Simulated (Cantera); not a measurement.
Input: 1 mol Si₃N₄, 0.04 mol CO₂, 2.3 mol N₂, at 1723 K and 133 Pa.

Method: chemical equilibrium by Gibbs-energy minimisation in Cantera with the NASA 1993 tables (ideal gas, pure condensed phases). Candidate condensed phases: C, Si, SiC, SiO₂, Si₂N₂O, Si₃N₄; 34 gas species. Mutual solubility and eutectic melting of coexisting phases are not modelled. The tables' values for SiN are old estimates; treat these amounts as uncertain. Rates play no part.

Base state: N₂ 0.981, SiO 0.0172, CO 0.00108, Si 0.000738, Si₂N 2.63e-5, SiN 1.50e-5 (mole fractions); condensed: Si(l) + SiC(s).

### Question
What changes in the equilibrium state with this change: CO₂ from 0.04 to 0.13 mol?

### Answer
```
species       before    after
-----------  -------  -------
N₂             0.981    0.942
SiO           0.0172   0.0536
CO           0.00108  0.00338
SiN          1.50e-5  1.47e-5
Si₂N         2.63e-5  2.58e-5
Si(l), mol      2.89     2.64
SiC(s), mol   0.0352    0.115
```
